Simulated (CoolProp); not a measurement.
The fluid at 358.97 K and 0.189 MPa is compressed adiabatically to 0.858 MPa with isentropic efficiency 0.85. The same conditions are run with several fluids, on thermodynamics alone (safety and materials aside).

Computed with CoolProp (reference Helmholtz-energy equation of state of each fluid (C2F6 (R116): Lemmon 2006; n-perfluoropentane: Gao 2022; R134a: Tillner-Roth 1994; n-butane: Bücker 2006; R13: Platzer 1990)). The equations of Platzer and Polt are older, rougher fits.

```
fluid               work (kJ/kg)  final temperature (K)  final density (kg/m³)
------------------  ------------  ---------------------  ---------------------
C2F6 (R116)                 39.9                  406.2                   36.1
n-perfluoropentane          16.5                  385.7                    102
R134a                       53.8                  418.1                   26.5
n-butane                    91.3                  409.4                   16.2
R13                         54.6                  435.3                   25.3
```
